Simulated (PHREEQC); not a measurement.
Ca(OH)2 is added in steps, without added water, to 1 kg of water holding 0.0075 mol/kgw FeCl3, 0.0035 mol/kgw Na2SeO4 and 0.0015 mol/kgw H2SO4, at 20 °C. Oxygen is held at 0.21 atm. No CO2 enters from the air. Only these solids could form: Gypsum, Portlandite, Fe(OH)3(a), Jarosite-Na, Halite, Mirabilite.

Base run: PHREEQC, ion-association model, wateq4f.dat. Each further column changes one thing. The table gives pH.

```
Ca(OH)2 added (mol)   base  FeCl3 left out  diluted 2-fold with water  H2SO4 from 0.0015 to 0.00015 mol/kgw  no solid may form
-------------------  -----  --------------  -------------------------  ------------------------------------  -----------------
0                     2.34            2.63                       2.55                                  2.46               2.34
0.0009375             2.45            3.06                       2.70                                  2.59               2.45
0.002812              2.58             ___                       2.90                                  2.78               2.74
0.00375               2.68           11.74                       2.96                                  2.79               2.92
0.004687              2.81             ___                       3.07                                  2.81               3.16
0.006562              2.86           12.07                      10.64                                  2.87               3.94
0.0075                2.89           12.14                      11.41                                  2.90               4.44
0.008438              2.93           12.20                      11.67                                  2.95               4.93
0.01031               3.08           12.29                      11.94                                  3.16               6.80
0.01125               3.24           12.33                      12.03                                  3.75               7.22
0.01219               3.47           12.37                      12.10                                 11.22               7.70
0.01406              11.44           12.43                      12.21                                 11.74                ___
0.015                11.67           12.46                      12.26                                 11.87               9.22
```

Problem. What belongs in the gaps?

Solution. 
- 0.002812, FeCl3 left out: 11.51
- 0.004687, FeCl3 left out: 11.88
- 0.01406, no solid may form: 8.80

 In at least one series the solution becomes supersaturated in solids that the run did not let form, among them Fe(OH)3(a), Jarosite-Na. Solids allowed in the column 'FeCl3 left out': Gypsum, Portlandite, Mirabilite.
